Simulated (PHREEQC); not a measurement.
Make-up at 33 °C: 0.23 mol NaH2PO4 and 0.00032 mol H2SO4 per kg of water. Closed to the air; pH follows from the charge balance.

Computed with PHREEQC (ion-association model, wateq4f.dat).

Problem. The ionic strength comes out as 0.231 mol/kgw. What activity coefficients do NaSO4-, H2PO4-, Na+, SO4-2, NaHPO4- get?

Solution. NaSO4- 0.73, H2PO4- 0.73, Na+ 0.73, SO4-2 0.27, NaHPO4- 0.73.

No solid was allowed to form. Species that the database lacks are ignored. H3PO4, which wateq4f.dat lacks, is added to it with the constant of phreeqc.dat.
